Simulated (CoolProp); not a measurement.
Values from CoolProp's reference Helmholtz-energy equation of state, Thol 2017.

Question: Give the vapour pressure (MPa), liquid density (kg/m³), enthalpy of vaporisation (kJ/kg) of saturated octamethyltrisiloxane (MDM) at 417.6, 423, 439.2 K.

Answer: 
```tsv
T (K)	p (MPa)	liquid density (kg/m³)	enthalpy of vaporisation (kJ/kg)
417.6	0.0817	685	156
423	0.0945	678	154
439.2	0.143	658	146
```
